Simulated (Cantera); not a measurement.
Standard-state values (1 bar) from the NASA 1993 polynomials, evaluated with Cantera. Values are per mole of reaction as written; species without (g) are pure solids or liquids, kept so even where they would boil at 1 bar. ZrN: taken at fixed stoichiometry.

N2O(g) + 2 ZrO2(g) + 10 H(g) ⇌ 2 ZrN + 5 H2O(g)

| T (K) | ΔH° (kJ) | ΔS° (J/K) | ΔG° (kJ) | log10 K |
|---|---|---|---|---|
| 1698 | … | … | … | … |
| 1798 | … | … | … | … |
| 1898 | -3716.9 | -1017.3 | -1786.0 | 49.15 |
| 1998 | -3717.7 | -1017.8 | -1684.2 | 44.03 |
| 2098 | -3718.0 | -1017.9 | -1582.4 | 39.40 |
| 2198 | -3717.9 | -1017.9 | -1480.7 | 35.19 |
| 2298 | -3717.3 | -1017.6 | -1378.9 | 31.34 |

### Question
Some entries are withheld; supply them.

### Answer

- 1698, ΔH° (kJ): -3713.8
- 1698, ΔS° (J/K): -1015.6
- 1698, ΔG° (kJ): -1989.3
- 1698, log10 K: 61.19
- 1798, ΔH° (kJ): -3715.6
- 1798, ΔS° (J/K): -1016.6
- 1798, ΔG° (kJ): -1887.7
- 1798, log10 K: 54.84
